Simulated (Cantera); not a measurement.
A Cantera script and its output.

```python
import numpy as np
import cantera as ct

gas = ct.Solution("gri30.yaml")
gas.TPX = 1550, 500000, {'CH4': 0.0048, 'O2': 0.033, 'N2': 2}
inlet = ct.Reservoir(gas, clone=True)

reactor = ct.IdealGasConstPressureReactor(gas, energy="off", clone=False)
exhaust = ct.Reservoir(gas, clone=True)
tau = [5.9, 1.7, 0.48, 0.14, 0.039, 0.011, 0.0032, 0.00092][0]
for a, b in ((inlet, reactor), (reactor, exhaust)):
    ct.MassFlowController(a, b, mdot=lambda t: reactor.mass / tau)
net = ct.ReactorNet([reactor])
show = ['CH4', 'O2', 'C2H4', 'CH2', 'CO2']

rows = []
print(f"{'tau/s':>10s}{'T/K':>9s}" + "".join(f"{s:>11s}" for s in show))
for tau in [5.9, 1.7, 0.48, 0.14, 0.039, 0.011, 0.0032, 0.00092]:
    net.initial_time = 0.0
    net.advance(30 * tau)
    before = gas.X
    net.advance(40 * tau)
    drift = np.max(np.abs(gas.X - before) / (gas.X + 1e-9))
    rows.append([gas.T, *gas[show].X, drift])
    print(f"{tau:10.3e}{gas.T:9.1f}" + "".join(f"{x:11.3e}" for x in gas[show].X))
```

Result:

```
     tau/s      T/K        CH4         O2       C2H4        CH2        CO2
 5.900e+00   1550.0  1.696e-07  1.148e-02  2.226e-11  5.531e-11  2.353e-03
 1.700e+00   1550.0  4.187e-07  1.148e-02  1.021e-10  1.851e-10  2.350e-03
 4.800e-01   1550.0  1.012e-06  1.148e-02  3.945e-10  6.075e-10  2.343e-03
 1.400e-01   1550.0  2.340e-06  1.149e-02  1.253e-09  1.848e-09  2.324e-03
 3.900e-02   1550.0  5.462e-06  1.151e-02  3.545e-09  5.568e-09  2.277e-03
 1.100e-02   1550.0  1.233e-05  1.157e-02  8.673e-09  1.580e-08  2.168e-03
 3.200e-03   1550.0  2.684e-05  1.169e-02  1.972e-08  4.235e-08  1.944e-03
 9.200e-04   1550.0  6.003e-05  1.193e-02  5.178e-08  1.151e-07  1.542e-03
```

Computed with Cantera and GRI-Mech 3.0 (53 species, 325 reactions).
